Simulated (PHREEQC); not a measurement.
Synthetic water in mg/kgw, 25 °C, pH 5.74, pe -0.3:

| constituent | mg/kgw |
|---|---|
| Na | 0.509 |
| K | 0.0938 |
| Ca | 0.167 |
| Mg | 0.0758 |
| Cl | 0.663 |
| S(6) as SO4 | 0.196 |
| Alkalinity as HCO3 | 0.981 |
| Fe(2) | 0.00567 |
| Si as SiO2 | 0.0326 |
| B | 0.00492 |

Cl is adjusted to close the charge balance.
Valence states are taken as typed.

Equilibrium calculation in PHREEQC: ion-association model, phreeqc.dat.

```tsv
quantity	before	after
CO2 (mol/kgw)	7.27e-5	3.45e-5
CO3-2 (mol/kgw)	4.73e-10	8.95e-10
HSO4- (mol/kgw)	3.52e-10	1.76e-10
H2BO3- (mol/kgw)	1.45e-10	2.89e-10
(CO2)2 (mol/kgw)	9.69e-11	2.19e-11
H3SiO4- (mol/kgw)	4.43e-11	8.84e-11
SI of Quartz (SiO2)	-2.29	-2.29
```

**Question.** Name the change that produced these shifts.
(A) temperature from 25 to 5 °C at the same typed pH
(B) pH from 5.74 to 6.04 at the same alkalinity
(C) B from 0.00492 to 0.0148 mg/kgw
(D) K from 0.0938 to 0.281 mg/kgw

**Answer.** B, pH from 5.74 to 6.04 at the same alkalinity

No solid was allowed to form.
